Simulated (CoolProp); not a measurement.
Vapour-liquid equilibrium of n-heptane (1) + o-xylene (2) at 1.84 bar; x and y are mole fractions of (1).

Model: multi-fluid Helmholtz-energy mixture model, Span 2003 and Zhou 2012; pair parameters Bell 2016, in CoolProp.

Task: Give the bubble temperature and the first vapour's composition at x = 0.05, 0.5, 0.65. Is there an azeotrope?

Result: x = 0.05: 162.9 °C, y = 0.156; x = 0.5: 135.3 °C, y = 0.754; x = 0.65: 130.0 °C, y = 0.842. No azeotrope shows between x = 0.05 and 0.95.

Pair parameters are fitted to limited data, so mixtures are less certain than the pure fluids.
